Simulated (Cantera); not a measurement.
A closed system holds: 1 mol Si₂H₆, 2 mol H₂O, 2.3 mol N₂, equilibrated at 130 Pa.

Equilibrium computed with Cantera from the NASA thermochemical tables; the gas is ideal and each condensed phase is pure. Candidate condensed phases: H₂O, Si, SiO₂, Si₂N₂O, Si₃N₄; 35 gas species. The feed counts by its element totals alone. N₂ is the only nitrogen source here; it is nearly inert below about 1500 K, so the nitride shown seldom forms there in practice. Mutual solubility and eutectic melting of coexisting phases are not modelled. The tables hold silica as quartz up to 1696 K and as liquid above; real silica turns to tridymite and cristobalite and melts near 1996 K. Rates play no part.

**Question.** Which condensed phases are stable at each of these points (T (K)): 675, 775, 875, 975, 1075, 1175, 1275, 1375, 1475, 1575, 1675?

**Answer.** 
```csv
T (K),condensed phases,Si condensed (%)
675,SiO₂(α-quartz) + Si₂N₂O(s),100.0
775,SiO₂(α-quartz) + Si₂N₂O(s),100.0
875,SiO₂(β-quartz) + Si₂N₂O(s),100.0
975,SiO₂(β-quartz) + Si₂N₂O(s),100.0
1075,SiO₂(β-quartz) + Si₂N₂O(s),100.0
1175,SiO₂(β-quartz) + Si₂N₂O(s),100.0
1275,SiO₂(β-quartz) + Si₂N₂O(s),100.0
1375,SiO₂(β-quartz) + Si₂N₂O(s),99.8
1475,SiO₂(β-quartz) + Si₂N₂O(s),95.7
1575,SiO₂(β-quartz) + Si₂N₂O(s),27.6
1675,gas only,0.0
```

From 675 K to 775 K the condensed part is SiO₂(α-quartz) + Si₂N₂O(s). From 875 K to 1575 K the condensed part is SiO₂(β-quartz) + Si₂N₂O(s). At 1675 K nothing is condensed.
